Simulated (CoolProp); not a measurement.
Properties of tetradecamethylhexasiloxane (MD4M) along the isobar 0.98 MPa.

Model: reference Helmholtz-energy equation of state, Thol 2019, in CoolProp.

```csv
T (K),phase,density (kg/m³),cp (kJ/(kg K)),Joule-Thomson coefficient (K/MPa),isothermal compressibility (1/MPa),fugacity coefficient
227.8,liquid,956.1,1.496,-0.5344,0.0008843,1.877e-11
235.5,liquid,948.5,1.523,-0.5230,0.0009328,9.129e-11
243.2,liquid,941.0,1.550,-0.5122,0.0009841,3.924e-10
250.8,liquid,933.5,1.575,-0.5021,0.001038,1.484e-9
258.5,liquid,926.0,1.599,-0.4923,0.001095,5.168e-9
266.2,liquid,918.6,1.622,-0.4830,0.001156,1.644e-8
273.9,liquid,911.2,1.645,-0.4739,0.001221,4.816e-8
281.6,liquid,903.7,1.666,-0.4651,0.001290,1.309e-7
289.2,liquid,896.4,1.686,-0.4566,0.001362,3.286e-7
296.9,liquid,889.0,1.706,-0.4482,0.001440,7.848e-7
304.6,liquid,881.7,1.725,-0.4398,0.001523,1.770e-6
```
